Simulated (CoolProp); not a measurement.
Vapour-liquid equilibrium of R22 (1) + R11 (2) at 0.228 MPa; x and y are mole fractions of (1).

The numbers come from the multi-fluid Helmholtz-energy mixture model, Kamei 1995 and Jacobsen 1992; pair parameters Bell 2016 in CoolProp.

Task: Give the bubble temperature and the first vapour's composition at x = 0.05, 0.25, 0.95. Is there an azeotrope?

Result: x = 0.05: 34.1 °C, y = 0.381; x = 0.25: 5.2 °C, y = 0.817; x = 0.95: -20.7 °C, y = 0.993. No azeotrope shows between x = 0.05 and 0.95.

The pair parameters rest on a limited set of measurements; away from them the model extrapolates.
